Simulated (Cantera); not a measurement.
Charge: 1 mol CF4, 0.26 mol F2, 1.5 mol H2, 0.049 mol HCl, equilibrated at 1330 Pa.

Equilibrium computed with Cantera from the NASA thermochemical tables; the gas is ideal and each condensed phase is pure. Candidate condensed phases: C, C6H6, C7H8, C8H18; 118 gas species. The numbers say what is thermodynamically allowed, not how fast it happens. All values below are at 3373 K.

Base state: F 0.378, HF 0.358, H 0.154, C 0.0297, C3 0.0294, CF 0.0288, C2 0.00963, Cl 0.00818 (mole fractions); condensed: gas only.

**Question.** What changes in the equilibrium state with this change: pressure from 1330 Pa to 133 Pa?

**Answer.** 
```csv
species,before,after
F,0.378,0.488
H,0.154,0.305
HF,0.358,0.0913
C3,0.0294,0.00668
C,0.0297,0.0841
CF,0.0288,0.0105
C5,0.000164,2.98e-6
C2H2 (acetylene),3.00e-5,9.37e-7
CF2,0.000744,3.51e-5
C4,8.62e-5,5.54e-6
HCl,0.000131,2.02e-5
```

**Question.** What changes in the equilibrium state with this change: H2 from 1.5 to 0.67 mol?

**Answer.** 
```tsv
species	before	after
F	0.378	0.606
HF	0.358	0.209
H	0.154	0.0561
CF	0.0288	0.0468
C3	0.0294	0.0304
C	0.0297	0.0300
H2	0.00165	0.000219
C2H2 (acetylene)	3.00e-5	4.05e-6
```
